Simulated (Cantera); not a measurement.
Cantera run:

```python
import numpy as np
import cantera as ct

gas_names = """
    CL CL2 H HCL H2 N NH NH2 NH3 N2 N2H2 N2H4 Si SiCL SiCL2 SiCL3 SiCL4 SiH SiHCL3 SiH2 SiH2CL2 SiH3
    SiH3CL SiH4 SiN Si2 Si2N Si3
""".split()
cond_names = """
    NH4CL(a) NH4CL(b) Si(cr) Si(L) Si3N4(a)
""".split()


# ... load() reads the species with a 1 bar reference pressure and builds the phases ...
atoms = {
    'Si': {'Si': 1},
    'HCl': {'H': 1, 'CL': 1},
    'N2': {'N': 2},
}
top_T = {'Si3N4(a)': 2400}  # K; cautious upper limits of use, not melting points


# ... equilibrate(T, P, feed) seeds the gas with the atoms and calls Mixture.equilibrate('TP', solver="vcs", rtol=1e-11, max_steps=5000) ...
results = []
T = 475  # K
P = 13332.2  # Pa
for m in [2.8, 3.3, 3.7, 4.3, 4.9, 5.6, 6.5, 7.4, 8.5, 9.7, 11, 13, 15]:
    feed = {'Si': 1, 'HCl': m, 'N2': 69}  # mol
    mix = equilibrate(T, P, feed)
    results.append((T, P, feed, dict(zip(mix.species_names, mix.species_moles))))

top = {s: max(r[3][s] / sum(r[3][g] for g in gas_names) for r in results) for s in gas_names}
cols = sorted((s for s in top if top[s] > 1e-06), key=lambda s: -top[s])[:5]
seen = [c for c in cond_names if any(r[3].get(c, 0) > 1e-12 for r in results)]
print("log10 of partial pressures in bar; condensed amounts in mol")
print(f"{'n(HCl)':>10s}" + "".join(f"{s[:9]:>10s}" for s in cols + seen))
for T, P, feed, n in results:
    ng = sum(n[g] for g in gas_names)
    print(f"{feed['HCl']:10.4g}" + "".join(f"{np.log10(max(n[s] / ng * P / 1e5, 1e-99)):10.3f}" for s in cols)
          + "".join(f"{n.get(c, 0):10.4g}" for c in seen))
```

Result:

```
log10 of partial pressures in bar; condensed amounts in mol
    n(HCl)        N2       HCL        H2     SiCL4       NH3  Si3N4(a)
       2.8    -0.890    -2.724    -2.779    -3.074    -4.839    0.1839
       3.3    -0.892    -2.668    -2.704    -2.999    -4.727    0.1543
       3.7    -0.894    -2.629    -2.652    -2.947    -4.651    0.1305
       4.3    -0.897    -2.579    -2.585    -2.879    -4.551    0.0943
       4.9    -0.900    -2.536    -2.527    -2.821    -4.466   0.05776
       5.6    -0.903    -2.492    -2.468    -2.762    -4.379   0.01475
       6.5    -0.908    -2.349    -2.454    -2.747    -4.360         0
       7.4    -0.914    -2.221    -2.459    -2.752    -4.371         0
       8.5    -0.920    -2.105    -2.465    -2.759    -4.383         0
       9.7    -0.927    -2.010    -2.472    -2.765    -4.396         0
        11    -0.934    -1.928    -2.479    -2.773    -4.411         0
        13    -0.945    -1.829    -2.490    -2.783    -4.432         0
        15    -0.955    -1.753    -2.500    -2.794    -4.453         0
```

Method: chemical equilibrium by Gibbs-energy minimisation in Cantera with the NASA 1993 tables (ideal gas, pure condensed phases). N2 is the only nitrogen source here; it is nearly inert below about 1500 K, so the nitride shown seldom forms there in practice.
